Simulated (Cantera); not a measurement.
Cantera run, input and output.

```python
import numpy as np
import cantera as ct

gas = ct.Solution("h2o2.yaml")
gas.TPX = 623, 100000, {'H2': 1, 'O2': 0.227, 'N2': 0.855, 'H2O': 0.21}
flame = ct.FreeFlame(gas, width=0.04)
flame.set_refine_criteria(ratio=3, slope=0.08, curve=0.16)
flame.transport_model = "mixture-averaged"
flame.solve(loglevel=0, auto=True)
z, T = flame.grid, flame.T
thick = (T[-1] - T[0]) / np.gradient(T, z).max()
show = ['H2', 'O2', 'H2O', 'OH', 'H', 'O']
print(f"laminar burning velocity  {flame.velocity[0] * 100:.3f} cm/s")
print(f"burnt temperature         {T[-1]:.1f} K")
print(f"thermal thickness         {thick * 1e3:.4f} mm")
print(f"grid points               {len(z)}")
z0 = z[flame.heat_release_rate.argmax()]
print(f"{'z/mm':>9s}{'T/K':>9s}{'u/(m/s)':>9s}" + "".join(f"{s:>11s}" for s in show))
rows = []
for k in (-3, -2, -1.5, -1, -0.5, -0.25, 0, 0.25, 0.5, 1, 2, 4, 8):
    zz = z0 + k * thick
    rows.append([k * thick, np.interp(zz, z, T), np.interp(zz, z, flame.velocity),
                 *(np.interp(zz, z, flame.X[gas.species_index(s)]) for s in show)])
    print(f"{rows[-1][0] * 1e3:9.3f}{rows[-1][1]:9.1f}{rows[-1][2]:9.3f}" + "".join(f"{x:11.3e}" for x in rows[-1][3:]))
```

Result:

```
laminar burning velocity  816.949 cm/s
burnt temperature         2060.4 K
thermal thickness         0.4287 mm
grid points               115
     z/mm      T/K  u/(m/s)         H2         O2        H2O         OH          H          O
   -1.286    623.0    8.169  4.363e-01  9.904e-02  9.162e-02  6.113e-17  3.426e-15  1.492e-15
   -0.857    623.0    8.169  4.363e-01  9.904e-02  9.162e-02  1.598e-14  1.596e-12  3.827e-13
   -0.643    623.0    8.169  4.363e-01  9.904e-02  9.162e-02  1.818e-12  4.205e-10  4.000e-11
   -0.429    623.1    8.170  4.362e-01  9.905e-02  9.164e-02  5.728e-10  1.061e-07  5.026e-09
   -0.214    649.0    8.461  4.316e-01  9.889e-02  9.356e-02  6.160e-05  2.625e-04  1.234e-05
   -0.107    843.9   10.779  4.040e-01  9.289e-02  1.133e-01  5.139e-04  5.938e-03  2.271e-04
    0.000   1190.3   14.828  3.298e-01  6.485e-02  1.774e-01  1.476e-03  3.288e-02  1.819e-03
    0.107   1440.7   17.784  2.542e-01  2.278e-02  2.596e-01  3.042e-03  6.230e-02  2.413e-03
    0.214   1556.7   19.127  2.284e-01  5.499e-03  2.941e-01  3.558e-03  6.912e-02  1.431e-03
    0.429   1659.3   20.256  2.272e-01  7.990e-04  3.053e-01  3.835e-03  6.140e-02  8.714e-04
    0.857   1760.0   21.327  2.351e-01  3.565e-04  3.087e-01  3.762e-03  4.783e-02  6.021e-04
    1.715   1855.0   22.312  2.431e-01  2.025e-04  3.121e-01  3.287e-03  3.435e-02  3.541e-04
    3.429   1933.8   23.112  2.498e-01  9.725e-05  3.152e-01  2.540e-03  2.292e-02  1.735e-04
```

Cantera simulation using the H2/O2 subset of GRI-Mech 3.0, which has no nitrogen chemistry; the numbers are that mechanism's predictions, not measurements. Burning velocities carry a grid error of a few per cent, more on coarse grids.
